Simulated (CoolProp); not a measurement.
CH2F2 (R32) along the isobar 7.2 MPa: density (kg/m³) from the reference equation and from simpler models built on Tc = 351.3 K, pc = 5.783 MPa, ω = 0.277; each cubic takes its own stable root.

Model: reference Helmholtz-energy equation of state, Tillner-Roth 1997, in CoolProp.

```
T (K)          phase  reference
-----  -------------  ---------
325.3         liquid      876.0
333.7         liquid      830.0
342.1         liquid      774.1
350.6         liquid      697.3
359    supercritical      555.6
367.5  supercritical      305.0
375.9  supercritical      236.5
384.3  supercritical      204.6
392.8  supercritical      184.0
401.2  supercritical      169.4
409.7  supercritical      158.0
418.1  supercritical      148.8
426.6  supercritical      141.1
435    supercritical      134.5
```

Task: How far does each simpler model (van der Waals, Redlich-Kwong, Soave-Redlich-Kwong, Peng-Robinson) lie from the reference over these 14 states: mean and median of the absolute difference, and the worst?

Result: 
- van der Waals: mean 17.1 %, median 4.6 %, worst -44.6 % at 325.3 K and 7.2 MPa
- Redlich-Kwong: mean 10.3 %, median 1.1 %, worst -28.9 % at 350.6 K and 7.2 MPa
- Soave-Redlich-Kwong: mean 14.2 %, median 8.5 %, worst -28.8 % at 359 K and 7.2 MPa
- Peng-Robinson: mean 8.5 %, median 3.5 %, worst -22.8 % at 359 K and 7.2 MPa
